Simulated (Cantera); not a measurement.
Charge: 1 mol HMDSO, 22 mol NO, 31 mol N2, 2.4 mol H2O, held at 1.33 mbar.

Method: chemical equilibrium by Gibbs-energy minimisation in Cantera with the NASA 1993 tables (ideal gas, pure condensed phases). Candidate condensed phases: C, C6H6, C7H8, C8H18, H2O, Si, SiC, SiO2, Si2N2O, Si3N4; 151 gas species. The feed counts by its element totals alone. The tables hold silica as quartz up to 1696 K and as liquid above; real silica turns to tridymite and cristobalite and melts near 1996 K. Equilibrium is a limit: real reactors are often held back by kinetics, nucleation or transport. All values below are at 1273 K.

Base state: N2 0.707, H2O 0.173, CO2 0.0858, H2 0.0185, CO 0.0152 (mole fractions); condensed: SiO2(β-quartz).

Question: What changes in the equilibrium state with this change: NO from 22 to 0.1 mol?

Answer: 
```
species              before    after
-------------------  ------  -------
N2                    0.707    0.684
H2                   0.0185    0.259
CO                   0.0152   0.0569
H2O                   0.173  2.34e-7
CO2                  0.0858  3.10e-8
HCN                   <1e-9  6.72e-5
SiO2(β-quartz), mol    2.00        0
C(graphite), mol          0     3.50
Si2N2O(s), mol            0    1.000
```
